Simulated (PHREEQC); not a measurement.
Make-up at 20 °C: 78 mmol/kgw HF, 0.41 mmol/kgw H2SiF6 and 1.6 mmol/kgw H2SO4. Closed to the air; pH follows from the charge balance.

Equilibrium calculation in PHREEQC: ion-association model, phreeqc.dat.

No solid was allowed to form.

Problem. Estimate the pH, ionic strength.

Solution. pH 2.01; ionic strength 0.0121 mol/kgw.

Problem. In which forms is S present?

Solution. SO4-2 62 %, HSO4- 38 % of the S.

SiF6-2 is the database's only silicon fluoride.
